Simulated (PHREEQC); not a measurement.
Consider water at 20 °C with 1.2 mmol/kgw H2SO4, 130 mmol/kgw CuSO4 and 8.8 mmol/kgw MgCl2. Closed to the air; pH follows from the charge balance.

Equilibrium calculation in PHREEQC: ion-association model, wateq4f.dat.

```csv
quantity,before,after
pH,3.14,3.33
ionic strength (mol/kgw),0.281,0.153
Cu+2 (mol/kgw),0.0676,0.0366
SO4-2 (mol/kgw),0.0636,0.0348
CuSO4 (mol/kgw),0.0617,0.0282
SI of Chalcanthite (CuSO4:5H2O),-0.83,-1.18
SI of Epsomite (MgSO4:7H2O),-2.47,-2.83
```

Which change was made?
(A) diluted 5-fold with water
(B) diluted 100-fold with water
(C) diluted 2-fold with water

C, diluted 2-fold with water

No solid was allowed to form.
